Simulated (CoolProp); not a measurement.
The fluid at 293.15 K and 0.478 MPa flows at 8.6 m/s in a round tube of 12.7 mm bore and 45 µm roughness, fully developed (64/Re and Nu = 3.66 if laminar; Colebrook and Gnielinski if turbulent). The same conditions are run with several fluids, on thermodynamics alone (safety and materials aside).

Values from CoolProp's reference Helmholtz-energy equation of state of each fluid (CF4 (R14): Platzer 1990; propane: Lemmon 2009; R410A: Lemmon 2003; ammonia: Gao 2020; R407C: Lemmon 2003). The equations of Platzer and Polt are older, rougher fits. Blends and air are pseudo-pure fits.

| fluid | Reynolds number | Darcy friction factor | pressure drop (Pa/m) | heat-transfer coefficient (W/(m² K)) | mass flow (kg/h) |
|---|---|---|---|---|---|
| CF4 (R14) | 112000 | 0.0285 | 1460 | 426 | 69.0 |
| propane | 129000 | 0.0284 | 781 | 569 | 37.1 |
| R410A | 131000 | 0.0283 | 1260 | 448 | 60.0 |
| ammonia | 39400 | 0.0302 | 311 | 284 | 13.9 |
| R407C | 167000 | 0.0282 | 1520 | 560 | 72.5 |

Transport values come from each fluid's own correlations; those of CF4 (R14) are estimates that may be off by 10 % or more.
